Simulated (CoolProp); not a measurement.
trans-2-butene along the isotherm 206.35 °C: Z from the reference equation and from simpler models built on Tc = 155.5 °C, pc = 4019 kPa, ω = 0.210; each cubic takes its own stable root.

Computed with CoolProp (reference Helmholtz-energy equation of state, Lemmon 2005). It is a short technical equation, of lower accuracy than the large ones.

```
p (kPa)          phase  reference
-------  -------------  ---------
31.8               gas     0.9981
56.5               gas     0.9966
100                gas     0.9940
179                gas     0.9893
318                gas     0.9809
565                gas     0.9657
1000               gas     0.9383
1790               gas     0.8863
3180               gas     0.7861
5650     supercritical     0.5787
10000    supercritical     0.4361
```

Problem. How far does each simpler model (van der Waals, Redlich-Kwong, Soave-Redlich-Kwong) lie from the reference over these 11 states: mean and median of the absolute difference, and the worst?

Solution. 
- van der Waals: mean 2.9 %, median 0.2 %, worst +20.7 % at 206.35 °C and 10000 kPa
- Redlich-Kwong: mean 1.2 %, median 0.1 %, worst +9.5 % at 206.35 °C and 10000 kPa
- Soave-Redlich-Kwong: mean 2.2 %, median 0.1 %, worst +16.5 % at 206.35 °C and 10000 kPa
